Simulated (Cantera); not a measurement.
Charge: 1 mol Si, a varied amount of Cl2, 1.5 mol H2, held at 600 K and 0.100 bar.

Cantera equilibrium calculation (NASA polynomials, part measured and part estimated; ideal gas, pure solids and liquids). Candidate condensed phases: Si; 19 gas species. Kinetics and transport are ignored.

### Question
At 0.67 mol Cl2, list the 4 most abundant gas species with their mole fractions, and the condensed phases.

### Answer
H2 0.803, SiCl4 0.149, SiHCl3 0.0473, SiH2Cl2 0.000754. Condensed: Si(s).
